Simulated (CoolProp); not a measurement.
Saturation properties of methanol.

Values from CoolProp's reference Helmholtz-energy equation of state, de Reuck 1993.

```
T (K)   p (MPa)  liquid cp (kJ/(kg K))  liquid conductivity (mW/(m K))
-----  --------  ---------------------  ------------------------------
286.4  0.008968                  2.467                             202
302.1   0.02079                  2.559                             199
317.7   0.04375                  2.667                             196
333.4   0.08558                  2.790                             193
349.1    0.1565                  2.928                             190
364.7    0.2693                  3.080                             187
380.4    0.4423                  3.250                             184
396.1    0.6956                  3.440                             181
411.7     1.051                  3.656                             178
427.4     1.541                  3.914                             175
443.1     2.195                  4.235                             173
458.7     3.041                  4.665                             170
474.4     4.122                  5.345                             167
```

It boils at 337.6 K under 1 atm.

Thermal conductivity comes from a separate model (Sykioti 2013).
